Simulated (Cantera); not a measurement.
Silicon oxide and oxynitride deposition: TEOS + NO + H2 + O2

Feed: 1 mol TEOS, 2.7 mol NO, 0.91 mol H2, 2.9 mol O2, equilibrated at 1525 K and 10.0 mbar.

These are equilibrium values from Cantera (NASA tables, ideal gas, pure condensed phases), not measurements of a reactor. Candidate condensed phases: C, C6H6, C7H8, C8H18, H2O, Si, SiC, SiO2, Si2N2O, Si3N4; 151 gas species. The feed counts by its element totals alone. The tables hold silica as quartz up to 1696 K and as liquid above; real silica turns to tridymite and cristobalite and melts near 1996 K. The numbers say what is thermodynamically allowed, not how fast it happens.

```yaml
x(H2): 0.444
x(CO): 0.366
x(H2O): 0.0945
x(N2): 0.0666
x(CO2): 0.0289
x(H): 0.000158
x(SiO): 1.64e-6
x(OH): 1.04e-6
n(SiO2(β-quartz)): 1.000 mol
gas_amount: 20.26 mol
log10 activity of C(graphite) (absent): -4.61
log10 activity of Si(s) (absent): -9.39
```
